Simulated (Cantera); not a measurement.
An adiabatic, constant-pressure homogeneous reactor starts with CH4 : CO : O2 : N2 : H2O = 1 : 0.5 : 4.5 : 16.9 : 1.3 (molar parts), at 1650 K and 18.0 bar. Integrator tolerance rtol = 1e-08.

Detailed kinetics in Cantera: GRI-Mech 3.0 (53 species, 325 reactions). The pressure lies above the range GRI-Mech 3.0 was tuned for (to about 10 atm).

Question: What does this change do: pressure from 18.0 bar to 21.0 bar?

Answer: 
```csv
quantity,before,after
time of steepest temperature rise,27.3 µs,24.2 µs
temperature at 7.00 s,2543 K,2546 K
equilibrium temperature,2543 K,2546 K
x(CH4) at 7.00 s,<1e-12 (gas-phase equilibrium <1e-12),<1e-12 (gas-phase equilibrium <1e-12)
x(CO) at 7.00 s,0.00226 (gas-phase equilibrium 0.00226),0.00212 (gas-phase equilibrium 0.00212)
x(O2) at 7.00 s,0.0852 (gas-phase equilibrium 0.0852),0.0852 (gas-phase equilibrium 0.0852)
x(H2O) at 7.00 s,0.133 (gas-phase equilibrium 0.133),0.133 (gas-phase equilibrium 0.133)
x(HO2) at 7.00 s,1.92e-5 (gas-phase equilibrium 1.92e-5),2.01e-5 (gas-phase equilibrium 2.01e-5)
```

Question: What does this change do: initial temperature 1650 to 1798 K?

Answer: 
```csv
quantity,before,after
time of steepest temperature rise,27.3 µs,9.36 µs
temperature at 7.00 s,2543 K,2650 K
equilibrium temperature,2543 K,2650 K
x(CH4) at 7.00 s,<1e-12 (gas-phase equilibrium <1e-12),<1e-12 (gas-phase equilibrium <1e-12)
x(CO) at 7.00 s,0.00226 (gas-phase equilibrium 0.00226),0.00373 (gas-phase equilibrium 0.00373)
x(O2) at 7.00 s,0.0852 (gas-phase equilibrium 0.0852),0.0837 (gas-phase equilibrium 0.0837)
x(H2O) at 7.00 s,0.133 (gas-phase equilibrium 0.133),0.130 (gas-phase equilibrium 0.130)
x(HO2) at 7.00 s,1.92e-5 (gas-phase equilibrium 1.92e-5),2.44e-5 (gas-phase equilibrium 2.44e-5)
```
